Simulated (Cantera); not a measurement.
A freely propagating, adiabatic, planar premixed flame of H2 : O2 : N2 = 1 : 0.769 : 2.89 (molar parts), unburnt at 350 K and 3.30 bar; mixture-averaged transport, grid criteria slope 0.08 and curve 0.16, no radiation.

Cantera simulation using the H2/O2 subset of GRI-Mech 3.0, which has no nitrogen chemistry; the numbers are that mechanism's predictions, not measurements. The hydrogen kinetics of GRI-Mech 3.0 are dated; newer H2 mechanisms differ, most at raised pressure. Burning velocities carry a grid error of a few per cent, more on coarse grids. Lean hydrogen flames are cellular in practice and burn faster than this planar one.

How do the results move with these cheaper or finer settings: unity-Lewis-number transport; multicomponent transport; multicomponent+Soret transport; grid criteria slope 0.5, curve 1; grid criteria slope 0.25, curve 0.5; grid criteria slope 0.03, curve 0.06?


| setting | laminar burning velocity | thermal thickness | peak x(OH) | peak x(O) | grid points |
|---|---|---|---|---|---|
| as above | 88.5 cm/s | 0.104 mm | 0.00699 | 0.00372 | 114 |
| unity-Lewis-number transport | 132 cm/s | 0.0729 mm | 0.00979 | 0.00671 | 111 |
| multicomponent transport | 89.8 cm/s | 0.101 mm | 0.00706 | 0.00378 | 114 |
| multicomponent+Soret transport | 79.7 cm/s | 0.106 mm | 0.00661 | 0.00351 | 114 |
| grid criteria slope 0.5, curve 1 | 92.8 cm/s | 0.126 mm | 0.00587 | 0.00339 | 32 |
| grid criteria slope 0.25, curve 0.5 | 86.5 cm/s | 0.110 mm | 0.00636 | 0.00350 | 50 |
| grid criteria slope 0.03, curve 0.06 | 91.2 cm/s | 0.101 mm | 0.00731 | 0.00386 | 252 |
Unity Lewis numbers drop preferential diffusion, which matters most where H2 and H carry the flame; Soret adds thermal diffusion.
